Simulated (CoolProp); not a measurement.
Saturation properties of n-heptane.

The numbers come from the reference Helmholtz-energy equation of state, Span 2003 in CoolProp. It is a short technical equation, of lower accuracy than the large ones.

```
T (K)  p (kPa)  vapour density (kg/m³)  liquid cp (kJ/(kg K))
-----  -------  ----------------------  ---------------------
410.6    281.5                   9.258                  2.757
418.4    336.3                   11.03                  2.801
426.2    398.9                   13.07                  2.846
434      469.9                   15.42                  2.893
441.8    550.1                   18.11                  2.942
449.6    640.2                   21.21                  2.995
457.5    742.3                   24.82                  3.052
465.3    854.7                   28.94                  3.115
473.1    979.6                   33.72                  3.185
480.9     1118                   39.29                  3.265
488.7     1270                   45.86                  3.362
```

It boils at 371.5 K under 1 atm.
